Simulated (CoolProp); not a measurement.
The fluid at 293.15 K and 0.546 MPa flows at 0.4 m/s in a round tube of 25 mm bore and 0.25 µm roughness, fully developed (64/Re and Nu = 3.66 if laminar; Colebrook and Gnielinski if turbulent). The same conditions are run with several fluids, on thermodynamics alone (safety and materials aside).

The numbers come from the reference Helmholtz-energy equation of state of each fluid (R407C: Lemmon 2003; R507A: Lemmon 2003; C2F6 (R116): Lemmon 2006; R22: Kamei 1995) in CoolProp. Blends and air are pseudo-pure fits.

| fluid | Reynolds number | Darcy friction factor | pressure drop (Pa/m) | heat-transfer coefficient (W/(m² K)) | mass flow (kg/h) |
|---|---|---|---|---|---|
| R407C | 17700 | 0.0267 | 1.83 | 27.5 | 15.2 |
| R507A | 20400 | 0.0258 | 2.03 | 31.1 | 17.4 |
| C2F6 (R116) | 23800 | 0.0248 | 2.62 | 35.4 | 23.3 |
| R22 | 15700 | 0.0275 | 1.87 | 21.5 | 15.0 |

Transport values come from each fluid's own correlations; those of C2F6 (R116), R22 are estimates that may be off by 10 % or more.
